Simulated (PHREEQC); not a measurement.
Make-up at 20 °C: 0.0059 mol CuCl2 and 3.5e-05 mol HCl per kg of water. Closed to the air; pH follows from the charge balance.

Model: ion-association model, phreeqc.dat, run in PHREEQC.

This is a speciation only: nothing precipitates in the calculation.

**Question.** Predict the pH, specific conductance.

**Answer.** pH 4.48; specific conductance 1210 µS/cm.

**Question.** In which forms is Cu present?

**Answer.** Cu+2 98 %, CuCl+ 1.5 % of the Cu.

Complexes and solids missing from the database can't appear.
